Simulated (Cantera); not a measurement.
Input: 1 mol B2O3, 0.55 mol O2, equilibrated at 2198.15 K and 6.60 mbar.

Equilibrium computed with Cantera from the NASA thermochemical tables; the gas is ideal and each condensed phase is pure. Candidate condensed phases: B, B2O3; 10 gas species. Kinetics and transport are ignored.

Base state: B2O3 0.543, O2 0.295, BO2 0.142, O 0.0179, BO 0.00274, B2O2 2.24e-5 (mole fractions); condensed: gas only.

Question: What changes in the equilibrium state with this change: B2O3 replaced by B2H6?

Answer: 
```
species     before     after
---------  -------  --------
H2               0     0.692
BO         0.00274     0.107
HBO              0     0.106
B2O3         0.543  0.000278
O2           0.295     <1e-9
H                0    0.0571
O           0.0179   6.04e-9
BO2          0.142   1.87e-6
B2O2       2.24e-5    0.0339
B2O          <1e-9   0.00247
BH2              0  0.000909
B            <1e-9  0.000404
HBO2             0  0.000135
B(s), mol        0     0.887
```
The feed counts by its element totals alone. The tables' values for BH2 are old estimates; treat these amounts as uncertain. Further candidate phases: B3O3H3, H2O.
